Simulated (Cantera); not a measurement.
Feed: 1 mol Si, 3.7 mol F₂, held at 1200 K and 13.3 mbar.

Cantera equilibrium calculation (NASA polynomials, part measured and part estimated; ideal gas, pure solids and liquids). Candidate condensed phases: Si; 9 gas species. Rates play no part.

Q: What is the equilibrium state?

A: 
* **x(F)**: 0.739
* **x(SiF₄)**: 0.234
* **x(F₂)**: 0.0275
* **gas amount**: 4.282 mol
* **log10 activity of Si(s) (absent)**: -58.43
